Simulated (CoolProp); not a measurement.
Properties of acetone at several states (Tc = 508.1 K, pc = 4.692 MPa, ω = 0.307).

The numbers come from the reference Helmholtz-energy equation of state, Lemmon 2006 in CoolProp. It is a short technical equation, of lower accuracy than the large ones.

```json
[
 {"T (K)": "427.8", "p (MPa)": "0.0127", "phase": "gas", "cp (kJ/(kg K))": "1.670", "cv (kJ/(kg K))": "1.525", "speed of sound (m/s)": "258.4", "Joule-Thomson coefficient (K/MPa)": "22.19", "isothermal compressibility (1/MPa)": "78.90", "fugacity coefficient": "0.9980"},
 {"T (K)": "527.9", "p (MPa)": "0.0165", "phase": "gas", "cp (kJ/(kg K))": "1.938", "cv (kJ/(kg K))": "1.794", "speed of sound (m/s)": "285.4", "Joule-Thomson coefficient (K/MPa)": "10.07", "isothermal compressibility (1/MPa)": "60.68", "fugacity coefficient": "0.9988"},
 {"T (K)": "282.3", "p (MPa)": "12.4", "phase": "liquid", "cp (kJ/(kg K))": "2.087", "cv (kJ/(kg K))": "1.527", "speed of sound (m/s)": "1311", "Joule-Thomson coefficient (K/MPa)": "-0.3806", "isothermal compressibility (1/MPa)": "0.0009782", "fugacity coefficient": "0.001719"},
 {"T (K)": "456.4", "p (MPa)": "1.34", "phase": "gas", "cp (kJ/(kg K))": "2.204", "cv (kJ/(kg K))": "1.800", "speed of sound (m/s)": "225.1", "Joule-Thomson coefficient (K/MPa)": "19.93", "isothermal compressibility (1/MPa)": "0.9544", "fugacity coefficient": "0.8380"},
 {"T (K)": "549.2", "p (MPa)": "1.15", "phase": "gas", "cp (kJ/(kg K))": "2.098", "cv (kJ/(kg K))": "1.890", "speed of sound (m/s)": "272.9", "Joule-Thomson coefficient (K/MPa)": "9.257", "isothermal compressibility (1/MPa)": "0.9426", "fugacity coefficient": "0.9281"},
 {"T (K)": "313.1", "p (MPa)": "2.57", "phase": "liquid", "cp (kJ/(kg K))": "2.175", "cv (kJ/(kg K))": "1.575", "speed of sound (m/s)": "1114", "Joule-Thomson coefficient (K/MPa)": "-0.3240", "isothermal compressibility (1/MPa)": "0.001444", "fugacity coefficient": "0.02280"}
]
```
